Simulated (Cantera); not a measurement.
A closed system holds: 1 mol CF₄, 0.19 mol CH₄, held at 1573.15 K and 0.0743 Torr.

Method: chemical equilibrium by Gibbs-energy minimisation in Cantera with the NASA 1993 tables (ideal gas, pure condensed phases). Candidate condensed phases: C, C₆H₆, C₇H₈, C₈H₁₈; 95 gas species. Gases not in the tables: C₂F₆ and larger saturated fluorocarbons. Rates play no part.

Base state: CF₄ 0.506, HF 0.480, CF₂ 0.00864, F 0.00546, CF₃ 0.000439 (mole fractions); condensed: C(graphite).

### Question
What changes in the equilibrium state with this change: temperature from 1573.15 K to 2223 K?

### Answer
| species | before | after |
|---|---|---|
| F | 0.00546 | 0.737 |
| HF | 0.480 | 0.200 |
| CF₂ | 0.00864 | 0.0536 |
| CF₄ | 0.506 | 8.34e-5 |
| C₃ | <1e-9 | 3.87e-5 |
| C | <1e-9 | 2.31e-5 |
| CF | 1.68e-6 | 0.00916 |
| H | 6.69e-8 | 0.000105 |
| CF₃ | 0.000439 | 9.83e-5 |
| C(graphite), mol | 0.375 | 0.951 |
